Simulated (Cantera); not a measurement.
An adiabatic, constant-pressure homogeneous reactor starts with CH4 : O2 : N2 : CO2 = 1 : 1.54 : 5.78 : 0.35 (molar parts), at 1125 K and 2.57 atm.

Computed with Cantera and GRI-Mech 3.0 (53 species, 325 reactions).

x: mole fraction; the columns are a selection and need not sum to one.

```csv
t (s),T (K),x CH4,x O2,x CO2,x C2H6,x OH,x NO2,x O
3.00e-6,1125,0.115,0.178,0.0404,<1e-12,<1e-12,<1e-12,<1e-12
8.23e-6,1125,0.115,0.178,0.0404,<1e-12,1.30e-12,<1e-12,<1e-12
2.26e-5,1125,0.115,0.178,0.0404,<1e-12,3.54e-12,<1e-12,1.34e-12
6.20e-5,1125,0.115,0.178,0.0404,5.76e-12,1.06e-11,<1e-12,3.58e-12
0.000170,1125,0.115,0.178,0.0404,1.36e-10,3.63e-11,<1e-12,1.08e-11
0.000468,1125,0.115,0.178,0.0404,4.12e-9,1.48e-10,<1e-12,3.98e-11
0.00128,1125,0.115,0.178,0.0404,1.85e-7,6.10e-10,<1e-12,1.74e-10
0.00352,1125,0.115,0.178,0.0404,3.18e-6,___,<1e-12,3.23e-10
0.00967,1125,0.115,0.178,0.0404,1.64e-5,___,<1e-12,4.57e-10
0.0265,1127,0.115,0.177,0.0404,9.02e-5,___,<1e-12,1.12e-9
0.0729,2554,<1e-12,0.000882,0.0727,<1e-12,0.00465,9.85e-8,0.000348
0.200,2552,<1e-12,0.000860,0.0725,<1e-12,0.00459,1.25e-7,0.000341
```

**Question.** Some entries are withheld; supply them.

**Answer.** 
- 0.00352, x OH: 1.08e-9
- 0.00967, x OH: 1.62e-9
- 0.0265, x OH: 4.37e-9
